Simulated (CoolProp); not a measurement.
n-octane at 385.8 K and 0.0179 MPa is compressed adiabatically to 0.0736 MPa with isentropic efficiency 0.6. Each further row changes one setting.

Values from CoolProp's reference Helmholtz-energy equation of state, Beckmüller 2019.

```tsv
case	work (kJ/kg)	final temperature (K)	final density (kg/m³)
as stated	66.5	418.6	2.50
efficiency 1	39.9	406.4	2.58
efficiency 0.65	61.4	416.3	2.51
```
